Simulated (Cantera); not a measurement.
An isothermal, constant-pressure homogeneous reactor starts with NH₃ : N₂ = 1 : 0.16 (molar parts), at 2398 K and 0.0168 atm.

Detailed kinetics in Cantera: the gas-phase N/H chemistry of the illustrative SiF4/NH3 mechanism in the Surface Chemkin manual (1991). Walls and surfaces, which speed up NH3 decomposition in real reactors, are not modelled.

x: mole fraction; the columns are a selection and need not sum to one.

```csv
t (s),x NH₃,x H₂,x N₂H₄,x N,x NH,x N₂H₂,x NH₂
4.00e-5,0.861,0.000219,1.05e-10,2.76e-10,(withheld),4.87e-8,0.000446
0.000137,0.860,0.000780,1.26e-9,1.37e-8,(withheld),9.22e-7,0.00153
0.000466,0.854,0.00332,1.25e-8,2.24e-7,(withheld),1.40e-5,0.00480
0.00159,0.828,0.0224,3.42e-8,1.63e-6,(withheld),4.69e-5,0.00792
0.00543,0.737,0.0959,2.35e-8,5.71e-6,(withheld),3.93e-5,0.00656
0.0185,0.512,0.278,1.12e-8,1.18e-5,(withheld),2.24e-5,0.00453
0.0632,0.186,0.542,2.46e-9,1.54e-5,(withheld),6.11e-6,0.00212
0.216,0.0109,0.680,5.16e-11,1.65e-5,(withheld),2.73e-7,0.000308
0.737,2.12e-6,0.652,<1e-12,2.17e-6,(withheld),3.89e-12,5.21e-7
2.51,6.20e-8,0.615,<1e-12,5.09e-7,(withheld),<1e-12,3.05e-8
8.58,5.14e-8,0.614,<1e-12,4.50e-7,7.82e-8,<1e-12,2.58e-8
29.3,5.14e-8,0.614,<1e-12,4.50e-7,7.82e-8,<1e-12,2.58e-8
100,5.14e-8,0.614,<1e-12,4.50e-7,7.82e-8,<1e-12,2.58e-8
```

Fill in the missing entries.


- 4.00e-5, x NH: 3.16e-7
- 0.000137, x NH: 5.36e-6
- 0.000466, x NH: 4.63e-5
- 0.00159, x NH: 0.000114
- 0.00543, x NH: 0.000147
- 0.0185, x NH: 0.000163
- 0.0632, x NH: 0.000129
- 0.216, x NH: 5.15e-5
- 0.737, x NH: 7.73e-7
- 2.51, x NH: 9.03e-8
